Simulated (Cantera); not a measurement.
Feed: 1 mol SrCl2, 40 mol N2, held at 1673.15 K.

These are equilibrium values from Cantera (NASA tables, ideal gas, pure condensed phases), not measurements of a reactor. Candidate condensed phases: Sr, SrCl2; 7 gas species. Kinetics and transport are ignored.

x: gas mole fraction; n: condensed amount in mol.

| P (Pa) | x N2 | x SrCl2 | x Cl | x SrCl | x Sr | x N | n SrCl2(l) |
|---|---|---|---|---|---|---|---|
| 0.100 | 0.971 | 0.0207 | 0.00504 | 0.00207 | 0.00149 | … | 0 |
| 1 | 0.974 | 0.0233 | 0.00134 | 0.000871 | 0.000235 | … | 0 |
| 10 | 0.975 | 0.0240 | 0.000379 | 0.000319 | 3.04e-5 | … | 0 |
| 100 | 0.975 | 0.0243 | 0.000114 | 0.000107 | 3.41e-6 | … | 0 |
| 1000 | 0.976 | 0.0244 | 3.54e-5 | 3.47e-5 | 3.55e-7 | … | 0 |
| 10000 | 0.976 | 0.0244 | 1.11e-5 | 1.10e-5 | 3.60e-8 | … | 0 |
| 100000 | 0.995 | 0.00468 | 1.54e-6 | 1.53e-6 | 3.61e-9 | … | 0.812 |

Some entries are withheld; supply them.


- 0.100, x N: 3.18e-9
- 1, x N: 1.01e-9
- 10, x N: 3.19e-10
- 100, x N: 1.01e-10
- 1000, x N: 3.19e-11
- 10000, x N: 1.01e-11
- 100000, x N: 3.22e-12
